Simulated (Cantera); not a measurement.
Feed: 1 mol FeS2, 150 mol H2, equilibrated at 1475 K and 27.8 Torr.

Cantera equilibrium calculation (NASA polynomials, part measured and part estimated; ideal gas, pure solids and liquids). Candidate condensed phases: Fe, FeS, FeS2, S; 8 gas species. The numbers say what is thermodynamically allowed, not how fast it happens.

Base state: H2 0.987, H2S 0.0126, S2 0.000260, SH 0.000234, H 6.70e-5 (mole fractions); condensed: Fe(γ).

What changes in the equilibrium state with this change: H2 from 150 to 3.9 mol?


```
species        before    after
-----------  --------  -------
H2              0.987    0.806
H2S            0.0126    0.142
S2           0.000260   0.0494
S             2.54e-6  3.50e-5
SH           0.000234  0.00292
H             6.70e-5  6.05e-5
Fe(γ), mol      1.000        0
FeS(l), mol         0    1.000
```
FeS: taken at fixed stoichiometry.
